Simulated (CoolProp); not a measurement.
Fluorine at 280.31 K and 0.334 MPa is throttled through a valve to 0.0156 MPa with no heat exchange. Each further row changes one setting.

Model: reference Helmholtz-energy equation of state, de Reuck 1990, in CoolProp.

| case | final density (kg/m³) |
|---|---|
| as stated | ? |
| outlet pressure 0.00468 MPa | ? |
| outlet pressure 0.0203 MPa | ? |

Problem. Some entries are withheld; supply them.

Solution. 
- as stated, final density (kg/m³): 0.255
- outlet pressure 0.00468 MPa, final density (kg/m³): 0.0765
- outlet pressure 0.0203 MPa, final density (kg/m³): 0.332
